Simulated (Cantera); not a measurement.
An isothermal, constant-pressure homogeneous reactor starts with 41.8 % H2, 58.2 % O2, at 1450 K and 20.0 Torr.

Detailed kinetics in Cantera: the H2/O2 subset of GRI-Mech 3.0, which has no nitrogen chemistry. Radical loss at walls, strong at low pressure, is not modelled. The temperature is held fixed by assumption; the heat of reaction is taken as removed at once.

x: mole fraction; the columns are a selection and need not sum to one.

```csv
t (s),x H2,x O2,x H2O2,x OH,x H2O,x H
9.00e-5,0.418,0.582,3.37e-8,3.46e-5,0.000170,0.000129
0.000241,0.0563,0.388,6.58e-7,0.0313,0.265,0.165
0.000648,0.0381,0.381,6.31e-7,0.0289,0.301,0.150
0.00174,0.0335,0.400,7.35e-7,0.0277,0.350,0.109
0.00466,(withheld),0.435,(withheld),(withheld),(withheld),(withheld)
0.0125,0.00385,0.463,4.97e-7,0.0100,0.513,0.00308
0.0335,(withheld),0.470,(withheld),(withheld),0.525,(withheld)
0.0900,7.09e-5,0.471,5.43e-8,0.00138,0.527,7.61e-6
0.241,1.68e-5,0.471,2.04e-8,0.000673,0.528,8.87e-7
0.648,6.13e-6,0.471,1.07e-8,0.000407,0.528,1.96e-7
1.74,4.53e-6,0.471,9.16e-9,0.000350,0.528,1.25e-7
4.66,4.49e-6,0.471,9.12e-9,0.000348,0.528,1.24e-7
12.5,4.49e-6,0.471,9.12e-9,0.000348,0.528,1.24e-7
33.5,4.49e-6,0.471,9.12e-9,0.000348,0.528,1.24e-7
90.0,4.49e-6,0.471,9.12e-9,0.000348,0.528,1.24e-7
```

Task: Complete the blanks.

Result: 
- 0.00466, x H2: 0.0194
- 0.00466, x H2O2: 8.29e-7
- 0.00466, x OH: 0.0219
- 0.00466, x H2O: 0.445
- 0.00466, x H: 0.0391
- 0.0335, x H2: 0.000441
- 0.0335, x H2O2: 1.65e-7
- 0.0335, x OH: 0.00341
- 0.0335, x H: 0.000117
